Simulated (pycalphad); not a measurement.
An equivalent pycalphad script:

```python
from pycalphad import Database, equilibrium, calculate, variables as v
import numpy as np
db = Database('COST507.tdb')
comps = ['AL', 'SI', 'FE', 'VA']
phases = ['AL13FE4', 'AL2FE', 'AL5FE2', 'AL5FE4', 'ALFESI_ALPHA', 'ALFESI_BETA', 'ALFESI_DELTA', 'ALFESI_GAMMA', 'ALFESI_TAU1', 'ALFESI_TAU3', 'BCC_B2', 'DIAMOND_A4', 'FCC_A1', 'FE2SI', 'FE5SI3', 'FESI', 'FESI2_H', 'FESI2_L', 'LIQUID']
eq = equilibrium(db, comps, phases, {v.X('SI'): 0.1142, v.X('FE'): 0.0034, v.T: np.arange(1850, 499, -40), v.P: 101325, v.N: 1}, output=['HM', 'SM'])
```

CALPHAD calculation (pycalphad, COST 507 light-alloy database (1999)), 1 atm. The data set is of 1999 and partly superseded. Phase fractions are per mole of atoms.

Results at three of the temperatures:

```
T = 1770.00 K, P = 101325 Pa, N = 1 mol of atoms
G = -110495 J/mol, H = 57595 J/mol, S = 94.97 J/(mol K)  (SER reference)
chemical potentials (J/mol): Al -108956, Si -118519, Fe -240527
phase             fraction      x(Al)      x(Si)      x(Fe)
LIQUID              1.0000     0.8824     0.1142     0.0034
```

```
T = 1610.00 K, P = 101325 Pa, N = 1 mol of atoms
G = -95534 J/mol, H = 52592 J/mol, S = 92.00 J/(mol K)  (SER reference)
chemical potentials (J/mol): Al -94349, Si -100922, Fe -222003
phase             fraction      x(Al)      x(Si)      x(Fe)
LIQUID              1.0000     0.8824     0.1142     0.0034
```

```
T = 1170.00 K, P = 101325 Pa, N = 1 mol of atoms
G = -57132 J/mol, H = 38838 J/mol, S = 82.03 J/(mol K)  (SER reference)
chemical potentials (J/mol): Al -56964, Si -54931, Fe -174523
phase             fraction      x(Al)      x(Si)      x(Fe)
LIQUID              1.0000     0.8824     0.1142     0.0034
```

Changes of the phase set, refined by bisection:

```json
[
 {"T (°C)": "586.0", "phases above": "liquid", "phases below": "ALFESI_BETA + liquid"},
 {"T (°C)": "581.0", "phases above": "ALFESI_BETA + liquid", "phases below": "ALFESI_BETA + fcc + liquid"},
 {"T (°C)": "575.8", "phases above": "ALFESI_BETA + fcc + liquid", "phases below": "ALFESI_BETA + diamond (Si) + fcc"}
]
```

Database names, with the compositions (at.%) that they take in these runs: ALFESI_BETA: Al 70 Si 15 Fe 15.
